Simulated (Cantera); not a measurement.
A closed system holds: 1 mol Al2O3, 750 mol H2, 0.44 mol N2, at 750 Torr.

Method: chemical equilibrium by Gibbs-energy minimisation in Cantera with the NASA 1993 tables (ideal gas, pure condensed phases). Candidate condensed phases: Al, AlN, Al2O3, H2O; 35 gas species. Mutual solubility and eutectic melting of coexisting phases are not modelled. Rates play no part.

log p: log10 of the partial pressure in bar; n: condensed amount in mol.

| T (K) | log p H2 | log p N2 | log p H | log p H2O | log p Al | n AlN(s) | n Al2O3(s) |
|---|---|---|---|---|---|---|---|
| 1450 | 0.00 | -3.23 | -5.02 | -5.80 | -9.36 | 0.000794 | 1.000 |
| 1475 | 0.00 | -3.23 | -4.89 | -5.74 | -8.97 | 0.000904 | 1.000 |
| 1500 | 0.00 | -3.23 | (withheld) | -5.69 | (withheld) | (withheld) | 0.999 |
| 1525 | 0.00 | -3.23 | -4.63 | -5.63 | -8.23 | 0.00115 | 0.999 |
| 1550 | 0.00 | -3.23 | -4.50 | -5.58 | -7.88 | 0.00129 | 0.999 |
| 1575 | 0.00 | -3.23 | -4.38 | -5.53 | -7.54 | 0.00142 | 0.999 |
| 1600 | 0.00 | -3.23 | -4.26 | -5.49 | -7.21 | 0.00154 | 0.999 |
| 1625 | 0.00 | -3.23 | -4.15 | -5.44 | -6.89 | 0.00163 | 0.999 |
| 1650 | 0.00 | -3.23 | -4.04 | -5.39 | -6.58 | 0.00163 | 0.999 |
| 1675 | 0.00 | -3.23 | (withheld) | -5.35 | (withheld) | (withheld) | 0.999 |
| 1700 | 0.00 | -3.23 | -3.83 | -5.31 | -5.99 | 0.000968 | 0.999 |
| 1725 | 0.00 | -3.23 | -3.73 | -5.26 | -5.72 | 0 | 0.998 |
| 1750 | 0.00 | -3.23 | -3.63 | -5.13 | -5.58 | 0 | 0.998 |
| 1775 | 0.00 | -3.23 | -3.54 | -5.00 | -5.45 | 0 | 0.997 |

Fill in the missing entries.


- 1500, log p H: -4.75
- 1500, log p Al: -8.59
- 1500, n AlN(s): 0.00102
- 1675, log p H: -3.94
- 1675, log p Al: -6.28
- 1675, n AlN(s): 0.00146
